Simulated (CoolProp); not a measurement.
Vapour-liquid equilibrium of propylene (1) + R142b (2) at 12.3 bar; x and y are mole fractions of (1).

Computed with CoolProp (multi-fluid Helmholtz-energy mixture model, Lemmon 2013 and Lemmon 2006; pair parameters Bell 2016).

```
x     bubble temperature (K)  y at the bubble point  dew temperature at overall composition x (K)  liquid density (mol/L)
----  ----------------------  ---------------------  --------------------------------------------  ----------------------
0.05                   344.1                  0.106                                         346.1                   9.774
0.2                    333.7                  0.374                                         340.7                   10.18
0.35                   324.8                  0.569                                         334.7                   10.55
0.5                    317.5                  0.710                                         328.2                   10.88
0.65                   311.5                  0.815                                         320.7                   11.19
0.8                    306.5                  0.900                                         312.4                   11.49
0.95                   302.1                  0.975                                         303.6                   11.81
```

No azeotrope shows between x = 0.05 and 0.95.

Pair parameters are fitted to limited data, so mixtures are less certain than the pure fluids.
